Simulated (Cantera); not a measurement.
A closed system holds: 1 mol SiH₂Cl₂, 0.26 mol O₃, held at 850 K and 10.0 Torr.

Equilibrium computed with Cantera from the NASA thermochemical tables; the gas is ideal and each condensed phase is pure. Candidate condensed phases: H₂O, Si, SiO₂; 30 gas species. The tables' values for SiCl₃ are old estimates; treat these amounts as uncertain. Equilibrium is a limit: real reactors are often held back by kinetics, nucleation or transport.

Base state: H₂ 0.648, SiCl₄ 0.304, SiHCl₃ 0.0388, HCl 0.00842, SiCl₃ 0.000747, SiH₂Cl₂ 0.000435, SiCl₂ 0.000130 (mole fractions); condensed: Si(s) + SiO₂(β-quartz).

Question: What changes in the equilibrium state with this change: O₃ from 0.26 to 1.6 mol?

Answer: 
```csv
species,before,after
HCl,0.00842,0.394
O₂,<1e-9,0.378
H₂O,<1e-9,0.114
H₂,0.648,<1e-9
SiCl₄,0.304,<1e-9
Cl₂,<1e-9,0.114
SiHCl₃,0.0388,<1e-9
SiCl₃,0.000747,<1e-9
SiH₂Cl₂,0.000435,<1e-9
SiCl₂,0.000130,<1e-9
"Si(s), mol",0.0980,0
"SiO₂(β-quartz), mol",0.390,1.00
```

Question: What changes in the equilibrium state with this change: O₃ from 0.26 to 4.8 mol?

Answer: 
| species | before | after |
|---|---|---|
| O₂ | <1e-9 | 0.750 |
| HCl | 0.00842 | 0.148 |
| H₂O | <1e-9 | 0.0510 |
| H₂ | 0.648 | <1e-9 |
| SiCl₄ | 0.304 | <1e-9 |
| Cl₂ | <1e-9 | 0.0509 |
| SiHCl₃ | 0.0388 | <1e-9 |
| SiCl₃ | 0.000747 | <1e-9 |
| SiH₂Cl₂ | 0.000435 | <1e-9 |
| SiCl₂ | 0.000130 | <1e-9 |
| Si(s), mol | 0.0980 | 0 |
| SiO₂(β-quartz), mol | 0.390 | 1.00 |

Question: What changes in the equilibrium state with this change: O₃ from 0.26 to 1.2 mol?

Answer: 
```tsv
species	before	after
HCl	0.00842	0.501
O₂	<1e-9	0.239
H₂O	<1e-9	0.130
H₂	0.648	<1e-9
SiCl₄	0.304	<1e-9
Cl₂	<1e-9	0.130
SiHCl₃	0.0388	<1e-9
SiCl₃	0.000747	<1e-9
SiH₂Cl₂	0.000435	<1e-9
SiCl₂	0.000130	<1e-9
Cl	<1e-9	8.70e-5
Si(s), mol	0.0980	0
SiO₂(β-quartz), mol	0.390	1.00
```
